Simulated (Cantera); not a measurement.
Feed: 1 mol ZrN, 0.69 mol N₂, equilibrated at 22.0 Pa.

Cantera equilibrium calculation (NASA polynomials, part measured and part estimated; ideal gas, pure solids and liquids). Candidate condensed phases: Zr, ZrN; 4 gas species. ZrN: taken at fixed stoichiometry. Rates play no part.

What share of the Zr ends up in condensed phases as a function of T (K), at 2300, 2400, 2500, 2600, 2700, 2800, 2900?


```tsv
T (K)	Zr condensed (%)	as
2300	100.0	ZrN(s)
2400	100.0	ZrN(s)
2500	99.9	ZrN(s)
2600	99.5	ZrN(s)
2700	97.1	ZrN(s)
2800	81.2	ZrN(s)
2900	0.0	-
```
